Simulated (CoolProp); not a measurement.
A Linde-Hampson liquefier for oxygen: isothermal reversible compression at 280 K from 1 atm to 10 MPa, throttling to 1 atm, return gas leaving the recuperator 10 K below the feed. Each further row changes one setting.

Computed with CoolProp (reference Helmholtz-energy equation of state, Schmidt 1985).

```tsv
case	liquid yield per pass	compression work (kJ/kg of gas)
as stated	(withheld)	328
high pressure 20 MPa	(withheld)	(withheld)
warm-end temperature 310 K	(withheld)	366
warm-end gap 15 K	(withheld)	328
```

Problem. Complete the blanks.

Solution. 
- as stated, liquid yield per pass: 0.047
- high pressure 20 MPa, liquid yield per pass: 0.107
- high pressure 20 MPa, compression work (kJ/kg of gas): 375
- warm-end temperature 310 K, liquid yield per pass: 0.031
- warm-end gap 15 K, liquid yield per pass: 0.035

Above 300 K oxygen's equation is extrapolated.
